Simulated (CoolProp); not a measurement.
Values from CoolProp's reference Helmholtz-energy equation of state, Gao 2016.

Problem. Give the vapour pressure (MPa), liquid density (kg/m³), liquid cp (kJ/(kg K)) of saturated sulfur dioxide at 344.9 K.

Solution. 
```
T (K)  p (MPa)  liquid density (kg/m³)  liquid cp (kJ/(kg K))
-----  -------  ----------------------  ---------------------
344.9     1.48                    1220                   1.52
```
